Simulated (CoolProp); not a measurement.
Dimethyl carbonate along the isobar 4.14 MPa: fugacity coefficient from the reference equation and from simpler models built on Tc = 557.0 K, pc = 4.909 MPa, ω = 0.346; each cubic takes its own stable root.

Computed with CoolProp (reference Helmholtz-energy equation of state, Zhou 2011).

| T (K) | phase | reference | van der Waals | Redlich-Kwong | Soave-Redlich-Kwong |
|---|---|---|---|---|---|
| 367.2 | liquid | 0.03035 | 0.1836 | 0.06635 | 0.03042 |
| 390 | liquid | 0.05723 | 0.2406 | 0.1088 | 0.05807 |
| 412.8 | liquid | 0.09854 | 0.3050 | 0.1655 | 0.1009 |
| 435.6 | liquid | 0.1572 | 0.3758 | 0.2368 | 0.1622 |
| 458.4 | liquid | 0.2353 | 0.4518 | 0.3217 | 0.2437 |
| 481.2 | liquid | 0.3333 | 0.5314 | 0.4181 | 0.3454 |
| 504 | liquid | 0.4500 | 0.6126 | 0.5226 | 0.4647 |
| 526.8 | liquid | 0.5814 | 0.6926 | 0.6301 | 0.5954 |
| 549.6 | gas | 0.7016 | 0.7391 | 0.7092 | 0.7063 |
